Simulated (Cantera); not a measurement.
An isothermal, constant-pressure homogeneous reactor starts with NH3 : N2 = 1 : 8.9 (molar parts), at 1800 K and 0.454 atm. Integrator tolerance rtol = 1e-08.

Model: the gas-phase N/H chemistry of the illustrative SiF4/NH3 mechanism in the Surface Chemkin manual (1991), integrated in Cantera. Walls and surfaces, which speed up NH3 decomposition in real reactors, are not modelled.

Task: What does this change do: pressure from 0.454 atm to 0.0651 atm?

Result: 
| quantity | before | after |
|---|---|---|
| x(NH3) at 4.00 s | 0.00311 (gas-phase equilibrium 6.31e-7) | 0.0266 (gas-phase equilibrium 9.03e-8) |
| x(H2) at 4.00 s | 0.133 (gas-phase equilibrium 0.138) | 0.101 (gas-phase equilibrium 0.137) |
| x(N2H4) at 4.00 s | 9.60e-11 (gas-phase equilibrium <1e-12) | 5.68e-10 (gas-phase equilibrium <1e-12) |
| x(NH2) at 4.00 s | 8.58e-6 (gas-phase equilibrium 2.42e-9) | 5.51e-5 (gas-phase equilibrium 9.14e-10) |
| x(N2) at 4.00 s | 0.863 (gas-phase equilibrium 0.862) | 0.872 (gas-phase equilibrium 0.862) |
| x(N) at 4.00 s | 9.00e-8 (gas-phase equilibrium 4.99e-11) | 2.89e-7 (gas-phase equilibrium 1.32e-10) |

Task: What does this change do: pressure from 0.454 atm to 0.0263 atm?

Result: 
```tsv
quantity	before	after
x(NH3) at 4.00 s	0.00311 (gas-phase equilibrium 6.31e-7)	0.0441 (gas-phase equilibrium 3.64e-8)
x(H2) at 4.00 s	0.133 (gas-phase equilibrium 0.138)	0.0774 (gas-phase equilibrium 0.137)
x(N2H4) at 4.00 s	9.60e-11 (gas-phase equilibrium <1e-12)	6.24e-10 (gas-phase equilibrium <1e-12)
x(NH2) at 4.00 s	8.58e-6 (gas-phase equilibrium 2.42e-9)	9.07e-5 (gas-phase equilibrium 5.80e-10)
x(N2) at 4.00 s	0.863 (gas-phase equilibrium 0.862)	0.878 (gas-phase equilibrium 0.862)
x(N) at 4.00 s	9.00e-8 (gas-phase equilibrium 4.99e-11)	4.08e-7 (gas-phase equilibrium 2.07e-10)
```

Task: What does this change do: pressure from 0.454 atm to 0.0132 atm?

Result: 
```json
[
 {"quantity": "x(NH3) at 4.00 s", "before": "0.00311 (gas-phase equilibrium 6.31e-7)", "after": "0.0577 (gas-phase equilibrium 1.82e-8)"},
 {"quantity": "x(H2) at 4.00 s", "before": "0.133 (gas-phase equilibrium 0.138)", "after": "0.0589 (gas-phase equilibrium 0.137)"},
 {"quantity": "x(N2H4) at 4.00 s", "before": "9.60e-11 (gas-phase equilibrium <1e-12)", "after": "5.68e-10 (gas-phase equilibrium <1e-12)"},
 {"quantity": "x(NH2) at 4.00 s", "before": "8.58e-6 (gas-phase equilibrium 2.42e-9)", "after": "0.000122 (gas-phase equilibrium 4.10e-10)"},
 {"quantity": "x(N2) at 4.00 s", "before": "0.863 (gas-phase equilibrium 0.862)", "after": "0.883 (gas-phase equilibrium 0.862)"},
 {"quantity": "x(N) at 4.00 s", "before": "9.00e-8 (gas-phase equilibrium 4.99e-11)", "after": "4.86e-7 (gas-phase equilibrium 2.93e-10)"}
]
```
